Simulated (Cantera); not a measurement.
Cantera run:

```python
import numpy as np
import cantera as ct

gas_names = """
    C CH CH2 CH3 CH2OH CH3O CH4 CH3OH CN CO CO2 COOH C2 C2H CHCO,ketyl C2H2,acetylene C2H2,vinylidene
    CH2CO,ketene C2H3,vinyl CH3CN CH3CO,acetyl C2H4 C2H4O,ethylen CH3CHO,ethanal CH3COOH (HCOOH)2 C2H5
    C2H6 CH3OCH3 C2H5OH CCN CNC C2N2 C2O C3 C3H3,propargyl C3H4,allene C3H4,propyne C3H4,cyclo-
    C3H5,allyl C3H6,propylene C3H6,cyclo- C3H6O C3H7,n-propyl C3H7,i-propyl C3H8 C3H8O,1propanol
    C3H8O,2propanol C3O2 C4 C4H2 C4H4,1,3-cyclo- C4H6,butadiene C4H6,2-butyne C4H6,cyclo- C4H8,1-butene
    C4H8,cis2-buten C4H8,tr2-butene C4H8,isobutene C4H8,cyclo- (CH3COOH)2 C4H9,n-butyl C4H9,i-butyl
    C4H9,s-butyl C4H9,t-butyl C4H10,isobutane C4H10,n-butane C4N2 C5 C5H6,1,3cyclo- C5H8,cyclo-
    C5H10,1-pentene C5H10,cyclo- C5H11,pentyl C5H11,t-pentyl C5H12,n-pentane C5H12,i-pentane
    CH3C(CH3)2CH3 C6H2 C6H5,phenyl C6H5O,phenoxy C6H6 C6H5OH,phenol C6H10,cyclo- C6H12,1-hexene
    C6H12,cyclo- C6H13,n-hexyl C7H7,benzyl C7H8 C7H8O,cresol C7H14,1-heptene C7H15,n-heptyl
    C7H16,n-heptane C8H8,styrene C8H10,ethylbenz C8H16,1-octene C8H17,n-octyl C8H18,isooctane
    C8H18,n-octane C9H19,n-nonyl C10H8,naphthale C10H21,n-decyl C12H9,o-bipheny C12H10,bipheny H HCN HCO
    HCCN HNC HNCO HNO HNO2 HNO3 HO2 H2 HCHO,formaldehy HCOOH H2O H2O2 N NCO NH NH2 NH3 NH2OH NO NO2 NO3
    N2 N2H2 N2H4 N2O O OH O2 O3 Pb PbO Pb2
""".split()
cond_names = """
    C(gr) C6H6(L) C7H8(L) C8H18(L),n-octa H2O(s) H2O(L) Pb(cr) Pb(L) PbO(rd) PbO(yw) PbO(L) PbO2(s)
    Pb3O4(s)
""".split()


def load(file, names, dense=False):
    # The tables refer to 1 bar. Condensed volumes are neglected.
    table = {s.name: s for s in ct.Species.list_from_file(file)}
    out = []
    for n in names:
        d = dict(table[n].input_data)
        d["thermo"] = dict(d["thermo"], **{"reference-pressure": 1e5})
        if dense:
            d["equation-of-state"] = {"model": "constant-volume", "density": "1e6 g/cm^3"}
        out.append(ct.Species.from_dict(d))
    return out


gas = ct.Solution(thermo="ideal-gas", species=load("nasa_gas.yaml", gas_names))
cond = {s.name: ct.Solution(thermo="fixed-stoichiometry", species=[s], name=s.name)
        for s in load("nasa_condensed.yaml", cond_names, dense=True)}
atoms = {
    'PbO': {'Pb': 1, 'O': 1},
    'CO': {'C': 1, 'O': 1},
    'N2': {'N': 2},
    'H2': {'H': 2},
}
top_T = {'C(gr)': 4500, 'Pb3O4(s)': 820}  # K; cautious upper limits of use, not melting points


def equilibrate(T, P, feed):
    n = {}
    for name, mol in feed.items():
        for a, k in atoms[name].items():
            n[a] = n.get(a, 0.0) + k * mol
    gas.TPX = T, P, n
    mass = sum(n.values()) * gas.mean_molecular_weight
    gas.equilibrate("TP")
    valid = [c for c in cond.values() if c.min_temp <= T <= top_T.get(c.name, c.max_temp)]
    mix = ct.Mixture([(gas, mass / gas.mean_molecular_weight)] + [(c, 0.0) for c in valid])
    mix.T, mix.P = T, P
    mix.equilibrate("TP", solver="vcs", rtol=1e-11, max_steps=5000)
    return mix


results = []
feed = {'PbO': 1, 'CO': 0.98, 'N2': 0.24, 'H2': 6.5}  # mol
P = 101325  # Pa
for T in [848, 948, 1048, 1148, 1248, 1348, 1448, 1548]:
    mix = equilibrate(T, P, feed)
    results.append((T, P, feed, dict(zip(mix.species_names, mix.species_moles))))
    x = sorted(zip(gas.X, gas.species_names), reverse=True)
    print(f"T = {T:g} K  P = {P:g} Pa  gas = {mix.phase_moles(0):.4g} mol")
    print("   x: " + "  ".join(f"{s} {v:.3e}" for v, s in x if v > 1e-06))
    print("   condensed (mol): " + ("  ".join(f"{mix.phase(i).name} {mix.phase_moles(i):.4g}"
          for i in range(1, mix.n_phases) if mix.phase_moles(i) > 1e-12) or "none"))
```

Output:

```
T = 848 K  P = 101325 Pa  gas = 6.43 mol
   x: H2 5.830e-01  H2O 2.272e-01  CH4 1.002e-01  N2 3.724e-02  CO2 2.852e-02  CO 2.367e-02  NH3 1.645e-04
   condensed (mol): Pb(L) 1
T = 948 K  P = 101325 Pa  gas = 7.273 mol
   x: H2 6.919e-01  H2O 1.403e-01  CO 7.614e-02  N2 3.295e-02  CH4 3.069e-02  CO2 2.792e-02  NH3 8.859e-05  Pb 4.727e-06
   condensed (mol): Pb(L) 1
T = 1048 K  P = 101325 Pa  gas = 7.66 mol
   x: H2 7.258e-01  H2O 1.148e-01  CO 1.044e-01  N2 3.131e-02  CO2 1.961e-02  CH4 3.897e-03  NH3 4.760e-05  Pb 4.411e-05
   condensed (mol): Pb(L) 0.9997
T = 1148 K  P = 101325 Pa  gas = 7.715 mol
   x: H2 7.265e-01  H2O 1.151e-01  CO 1.116e-01  N2 3.109e-02  CO2 1.496e-02  CH4 4.367e-04  Pb 2.766e-04  NH3 2.725e-05
   condensed (mol): Pb(L) 0.9979
T = 1248 K  P = 101325 Pa  gas = 7.729 mol
   x: H2 7.234e-01  H2O 1.175e-01  CO 1.148e-01  N2 3.104e-02  CO2 1.197e-02  Pb 1.283e-03  CH4 6.509e-05  NH3 1.692e-05
   condensed (mol): Pb(L) 0.9901
T = 1348 K  P = 101325 Pa  gas = 7.756 mol
   x: H2 7.189e-01  H2O 1.191e-01  CO 1.165e-01  N2 3.094e-02  CO2 9.859e-03  Pb 4.714e-03  CH4 1.270e-05  NH3 1.120e-05  H 1.949e-06
   condensed (mol): Pb(L) 0.9634
T = 1448 K  P = 101325 Pa  gas = 7.833 mol
   x: H2 7.104e-01  H2O 1.194e-01  CO 1.168e-01  N2 3.064e-02  Pb 1.440e-02  CO2 8.283e-03  NH3 7.736e-06  H 7.718e-06  Pb2 4.281e-06  CH4 3.046e-06
   condensed (mol): Pb(L) 0.8871
T = 1548 K  P = 101325 Pa  gas = 8.025 mol
   x: H2 6.924e-01  H2O 1.176e-01  CO 1.151e-01  Pb 3.795e-02  N2 2.990e-02  CO2 7.012e-03  H 2.545e-05  Pb2 2.137e-05  NH3 5.434e-06  PbO 3.352e-06
   condensed (mol): Pb(L) 0.6951
```

These are equilibrium values from Cantera (NASA tables, ideal gas, pure condensed phases), not measurements of a reactor.
